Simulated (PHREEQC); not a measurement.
Alkaline etch or developer with single salt, acid or base: an equilibrium model

Solution A (0.042 mol/kgw TMAH, 0.019 mol/kgw H3BO3 and 0.011 mol/kgw K2CO3) is mixed with solution B (180 mmol/kgw NaOH) at 63 °C; shares are by mass of water, 1 kg in all. O2 is buffered at 0.21 atm. The system is closed to CO2. Solids allowed: Nahcolite, Natron. Others were left out.

Computed with PHREEQC (ion-association model, wateq4f.dat).

| share of solution B | pH | CO3-2 (mol/kgw) | NaCO3- (mol/kgw) |
|---|---|---|---|
| 0 | 11.22 | 0.0106 | 0 |
| 0.05 | 11.34 | 0.00802 | 0.00218 |
| 0.1 | 11.44 | 0.00621 | 0.00354 |
| 0.15 | 11.52 | 0.00492 | 0.00433 |
| 0.2 | 11.58 | 0.00398 | 0.00475 |
| 0.25 | 11.64 | 0.00327 | 0.00493 |
| 0.3 | 11.69 | 0.00273 | 0.00494 |
| 0.35 | 11.73 | 0.00229 | 0.00483 |
| 0.4 | 11.77 | 0.00194 | 0.00464 |
| 0.45 | 11.80 | 0.00164 | 0.00440 |
| 0.5 | 11.84 | 0.00139 | 0.00410 |
| 0.55 | 11.87 | 0.00117 | 0.00377 |
| 0.6 | 11.90 | 0.000978 | 0.00341 |
| 0.65 | 11.92 | 0.000810 | 0.00303 |
| 0.7 | 11.95 | 0.000659 | 0.00264 |
| 0.75 | 11.97 | 0.000524 | 0.00222 |
| 0.8 | 11.99 | 0.000401 | 0.00180 |
| 0.85 | 12.01 | 0.000288 | 0.00136 |
| 0.9 | 12.03 | 0.000185 | 0.000914 |
| 0.95 | 12.05 | 8.89e-5 | 0.000461 |
| 1 | 12.07 | 0 | 0 |

(CH3)4N+ isn't in the database: it is added as a free cation with an ion size of 4 Å. At this temperature some constants are extrapolated from 25 °C, and those without enthalpy data are left unchanged.
